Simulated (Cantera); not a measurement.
A jet of CH4 : O2 : N2 = 0.043 : 0.06 : 0.79 (molar parts) at 300 K and 0.0977 atm hits a platinum plate 2.5 cm away at a mass flux of 0.077 kg/m²/s; the plate temperature is set and raised in steps from an oxygen-covered start.

Computed with Cantera and Deutschmann's 1995 Pt surface mechanism with GRI-Mech 3.0 gas chemistry. Catalytic surfaces can have several steady states; this one follows from the mechanism file's or the stated starting coverage.

One state of this run: wall x CH4 = 0.00726; wall x O2 = 0.00306; wall x H2O = 0.0727; wall x OH = <1e-8; wall x CO = 0.0418; wall x CO2 = 0.00123; θ free Pt = 0.685; θ H* = 0.000833; θ CO* = 0.264; θ C* = 0.0504. x: mole fraction at the wall; θ: surface coverage.

Which value of plate T (K) does it belong to?
A. 900
B. 950
C. 1050
D. 1100

B, 950
